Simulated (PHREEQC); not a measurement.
Dissolve 0.12 mol/kgw MgCl2, 0.0017 mol/kgw NaHCO3 and 0.057 mol/kgw NaCl at 25 °C. Closed to the air; pH follows from the charge balance.

Equilibrium calculation in PHREEQC: ion-association model, wateq4f.dat.

```csv
quantity,before,after
pH,7.51,7.21
HCO3- (mol/kgw),0.00110,0.00103
CO2 (mol/kgw),4.90e-5,7.76e-5
NaHCO3 (mol/kgw),1.66e-5,1.49e-5
SI of Halite (NaCl),-3.67,-3.75
SI of Nahcolite (NaHCO3),-3.94,-4.24
```

What was changed between the two runs?
(A) MgCl2 replaced by AlCl3 at the same molality
(B) temperature from 25 to 55 °C
(C) diluted 10-fold with water
(D) NaHCO3 from 0.0017 to 0.017 mol/kgw
(E) NaCl from 0.057 to 0.57 mol/kgw

B, temperature from 25 to 55 °C

This is a speciation only: nothing precipitates in the calculation. Some of these states are supersaturated (in Magnesite (slow to form), for instance). Constants without temperature data keep their 25 °C values here.
